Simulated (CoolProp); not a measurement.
Properties of R142b along the isobar 2.63 MPa.

Computed with CoolProp (reference Helmholtz-energy equation of state, Lemmon 2006). It is a short technical equation, of lower accuracy than the large ones.

```
T (°C)   phase  cp (kJ/(kg K))  speed of sound (m/s)  isothermal compressibility (1/MPa)  Prandtl number  fugacity coefficient
------  ------  --------------  --------------------  ----------------------------------  --------------  --------------------
-44.25  liquid           1.166                 966.9                            0.001253            5.86              0.007877
-31.55  liquid           1.186                 908.1                            0.001445            5.24               0.01529
-18.95  liquid           1.207                 851.5                            0.001675            4.77               0.02725
-6.25   liquid           1.232                 796.0                            0.001959            4.39               0.04557
6.35    liquid           1.258                 742.0                            0.002311            4.09               0.07161
19.05   liquid           1.287                 688.4                            0.002763            3.83                0.1074
31.65   liquid           1.319                 635.6                            0.003347            3.63                0.1537
44.35   liquid           1.356                 582.5                            0.004140            3.45                0.2122
56.95   liquid           1.398                 529.2                            0.005244            3.31                0.2827
69.65   liquid           1.451                 474.5                            0.006893            3.18                0.3663
```

Viscosity comes from a separate model (Huber 2003), an estimate that may be off by 10 % or more. Thermal conductivity comes from a separate model (Huber 2003), an estimate that may be off by 10 % or more.
